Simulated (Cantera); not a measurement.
Input (Python, Cantera) and output of one run.

```python
import numpy as np
import cantera as ct

gas_names = """
    C CO CO2 C2 C2O C3 C3O2 C4 C5 O O2 O3 Si SiC SiC2 SiO SiO2 Si2 Si2C Si3
""".split()
cond_names = """
    C(gr) Si(cr) Si(L) SiC(b) SiO2(Lqz) SiO2(hqz) SiO2(L)
""".split()


def load(file, names, dense=False):
    # The tables refer to 1 bar. Condensed volumes are neglected.
    table = {s.name: s for s in ct.Species.list_from_file(file)}
    out = []
    for n in names:
        d = dict(table[n].input_data)
        d["thermo"] = dict(d["thermo"], **{"reference-pressure": 1e5})
        if dense:
            d["equation-of-state"] = {"model": "constant-volume", "density": "1e6 g/cm^3"}
        out.append(ct.Species.from_dict(d))
    return out


gas = ct.Solution(thermo="ideal-gas", species=load("nasa_gas.yaml", gas_names))
cond = {s.name: ct.Solution(thermo="fixed-stoichiometry", species=[s], name=s.name)
        for s in load("nasa_condensed.yaml", cond_names, dense=True)}
atoms = {
    'Si': {'Si': 1},
    'O2': {'O': 2},
    'CO': {'C': 1, 'O': 1},
}
top_T = {'C(gr)': 4500, 'SiC(b)': 3050}  # K; cautious upper limits of use, not melting points


def equilibrate(T, P, feed):
    n = {}
    for name, mol in feed.items():
        for a, k in atoms[name].items():
            n[a] = n.get(a, 0.0) + k * mol
    gas.TPX = T, P, n
    mass = sum(n.values()) * gas.mean_molecular_weight
    gas.equilibrate("TP")
    valid = [c for c in cond.values() if c.min_temp <= T <= top_T.get(c.name, c.max_temp)]
    mix = ct.Mixture([(gas, mass / gas.mean_molecular_weight)] + [(c, 0.0) for c in valid])
    mix.T, mix.P = T, P
    mix.equilibrate("TP", solver="vcs", rtol=1e-11, max_steps=5000)
    return mix


results = []
feed = {'Si': 1, 'O2': 2.8, 'CO': 1.3}  # mol
T = 1173.15  # K
P = 390  # Pa
mix = equilibrate(T, P, feed)
results.append((T, P, feed, dict(zip(mix.species_names, mix.species_moles))))
print(gas.report(threshold=1e-05))
for i in range(1, mix.n_phases):
    print(f"{mix.phase(i).name:16s} {mix.phase_moles(i):12.5e} mol")
```

Result:

```
       temperature   1173.2 K
          pressure   390 Pa
           density   0.0015342 kg/m^3
  mean mol. weight   38.371 kg/kmol
   phase of matter   gas

                          1 kg             1 kmol
                     ---------------   ---------------
          enthalpy       -4.4954e+06        -1.725e+08  J
   internal energy       -4.7496e+06       -1.8225e+08  J
           entropy            8245.7         3.164e+05  J/K
    Gibbs function       -1.4169e+07       -5.4368e+08  J
 heat capacity c_p            1207.1             46318  J/K
 heat capacity c_v            990.41             38003  J/K

                      mass frac. Y      mole frac. X     chem. pot. / RT
                     ---------------   ---------------   ---------------
               CO2           0.60857           0.53061           -75.567
                O2           0.39143           0.46939           -33.323
     [  +18 minor]        1.4686e-07        2.6712e-07

C(gr)             0.00000e+00 mol
Si(cr)            0.00000e+00 mol
SiC(b)            0.00000e+00 mol
SiO2(hqz)         1.00000e+00 mol
```

Equilibrium computed with Cantera from the NASA thermochemical tables; the gas is ideal and each condensed phase is pure. The tables hold silica as quartz up to 1696 K and as liquid above; real silica turns to tridymite and cristobalite and melts near 1996 K.
